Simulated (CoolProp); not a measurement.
Oxygen along the isobar 24.6 MPa: fugacity coefficient from the reference equation and from simpler models built on Tc = 154.6 K, pc = 5.046 MPa, ω = 0.022; each cubic takes its own stable root.

Model: reference Helmholtz-energy equation of state, Schmidt 1985, in CoolProp. Above 300 K oxygen's equation is extrapolated.

```
T (K)          phase  reference  Redlich-Kwong  Soave-Redlich-Kwong
-----  -------------  ---------  -------------  -------------------
150.8         liquid     0.2273         0.2355               0.2354
166.9  supercritical     0.3293         0.3403               0.3419
183    supercritical     0.4344         0.4452               0.4510
199    supercritical     0.5337         0.5417               0.5532
215.1  supercritical     0.6230         0.6269               0.6445
231.2  supercritical     0.6994         0.6992               0.7223
247.3  supercritical     0.7632            ___               0.7872
263.4  supercritical     0.8160         0.8088                  ___
279.5  supercritical     0.8596         0.8496               0.8847
295.5  supercritical     0.8953         0.8830               0.9206
311.6  supercritical     0.9251         0.9108               0.9502
327.7  supercritical     0.9498         0.9339               0.9746
343.8  supercritical     0.9703         0.9530               0.9947
359.9  supercritical     0.9875         0.9691                1.011
376    supercritical      1.002            ___                1.025
```

Question: Some entries are withheld; supply them.

Answer: 
- 247.3, Redlich-Kwong: 0.7592
- 263.4, Soave-Redlich-Kwong: 0.8407
- 376, Redlich-Kwong: 0.9825
